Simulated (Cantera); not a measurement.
A Cantera script and its output.

```python
import numpy as np
import cantera as ct

gas = ct.Solution("gri30.yaml")
gas.TPX = 1548, 16, {'C2H4': 1, 'H2': 9.1}
reactor = ct.IdealGasConstPressureReactor(gas, energy="off", clone=False)
net = ct.ReactorNet([reactor])
net.rtol, net.atol = 1e-08, 1e-18
show = ['C2H4', 'H2', 'CH2', 'H', 'CH4']
times = np.geomspace(0.0006, 100, 9)

steps = ct.SolutionArray(gas, extra=["t"])
rows = []
print(f"{'t/s':>10s}{'T/K':>9s}{'P/Pa':>11s}" + "".join(f"{s:>11s}" for s in show))
for t in times:
    while net.time < t:
        t_next = net.step()
        steps.append(gas.state, t=t_next)
    rows.append([np.interp(t, steps.t, y) for y in (steps.T, steps.P, *steps(*show).X.T)])
    print(f"{t:10.3e}{rows[-1][0]:9.1f}{rows[-1][1]:11.4g}" + "".join(f"{x:11.3e}" for x in rows[-1][2:]))
rate = np.gradient(steps.T, steps.t)
print("integrator steps:", len(steps.t))
if steps.T.max() > steps.T[0] + 200:
    print(f"time of steepest temperature rise: {steps.t[rate.argmax()]:.4e} s")
gas.TPX = 1548, 16, {'C2H4': 1, 'H2': 9.1}
gas.equilibrate("TP")
print(f"equilibrium (TP): T = {gas.T:.1f} K  " + "  ".join(f"{s} {gas[s].X[0]:.3e}" for s in show))
```

Result:

```
       t/s      T/K       P/Pa       C2H4         H2        CH2          H        CH4
 6.000e-04   1548.0         16  9.901e-02  9.010e-01  1.377e-15  1.461e-09  5.298e-16
 2.697e-03   1548.0         16  9.899e-02  9.010e-01  2.993e-14  7.669e-09  5.423e-14
 1.212e-02   1548.0         16  9.891e-02  9.010e-01  4.813e-13  3.742e-08  7.893e-12
 5.449e-02   1548.0         16  9.858e-02  9.010e-01  3.898e-12  1.723e-07  4.061e-10
 2.449e-01   1548.0         16  9.709e-02  9.012e-01  1.980e-11  7.856e-07  8.210e-09
 1.101e+00   1548.0         16  9.046e-02  9.018e-01  8.594e-11  3.568e-06  8.324e-08
 4.949e+00   1548.0         16  6.371e-02  9.042e-01  2.228e-10  1.309e-05  5.471e-07
 2.225e+01   1548.0         16  9.646e-03  9.090e-01  9.502e-11  3.703e-05  1.914e-06
 1.000e+02   1548.0         16  4.919e-06  9.095e-01  7.727e-12  3.843e-04  2.268e-06
integrator steps: 619
equilibrium (TP): T = 1548.0 K  C2H4 2.313e-06  H2 9.077e-01  CH2 2.511e-09  H 2.335e-03  CH4 2.129e-05
```

Detailed kinetics in Cantera: GRI-Mech 3.0 (53 species, 325 reactions). GRI-Mech 3.0 was tuned for natural gas; its chemistry of ethylene as a main component is partial and can be far from experiment. GRI-Mech 3.0 stops at C3 and has no aromatics, soot or wall deposition, so with more carbon than oxygen in the feed, carbon stays in small species such as C2H2 where larger ones or solid carbon would form. Radical loss at walls, strong at low pressure, is not modelled.
